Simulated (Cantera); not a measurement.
An isothermal, constant-pressure homogeneous reactor starts with H2 : O2 = 0.0096 : 1 (molar parts), equivalence ratio 0.0048, at 1150 K and 0.0263 atm.

Computed with Cantera and GRI-Mech 3.0 (53 species, 325 reactions). Radical loss at walls, strong at low pressure, is not modelled.

One state of this run: x H2 = 1.52e-6; x O2 = 0.990; x H2O2 = 1.93e-8; x HO2 = 3.69e-7; x H = 2.89e-6. x: mole fraction; the columns are a selection and need not sum to one.

Which value of t (s) does it belong to?
(A) 0.301
(B) 0.000330
(C) 6.00e-5
(D) 0.0548

A, 0.301
